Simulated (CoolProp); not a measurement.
Vapour-liquid equilibrium of R134a (1) + R236FA (2) at 312.7 K; x and y are mole fractions of (1).

Computed with CoolProp (multi-fluid Helmholtz-energy mixture model, Tillner-Roth 1994 and Pan 2012; pair parameters Bell 2016).

Problem. Give the bubble pressure and the first vapour's composition at x = 0.2, 0.35, 0.65. Is there an azeotrope?

Solution. x = 0.2: 0.5353 MPa, y = 0.333; x = 0.35: 0.6162 MPa, y = 0.517; x = 0.65: 0.7872 MPa, y = 0.786. No azeotrope shows between x = 0.05 and 0.95.

The pair parameters rest on a limited set of measurements; away from them the model extrapolates.
